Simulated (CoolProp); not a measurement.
Vapour-liquid equilibrium of hexamethyldisiloxane (MM) (1) + toluene (2) at 442.2 K; x and y are mole fractions of (1).

Computed with CoolProp (multi-fluid Helmholtz-energy mixture model, Thol 2016 and Lemmon 2006; pair parameters Bell 2016).

Task: Give the bubble pressure and the first vapour's composition at x = 0.125, 0.35, 0.725. Is there an azeotrope?

Result: x = 0.125: 4.373 bar, y = 0.162; x = 0.35: 4.713 bar, y = 0.408; x = 0.725: 5.092 bar, y = 0.748. No azeotrope shows between x = 0.05 and 0.95.

Pair parameters are fitted to limited data, so mixtures are less certain than the pure fluids.
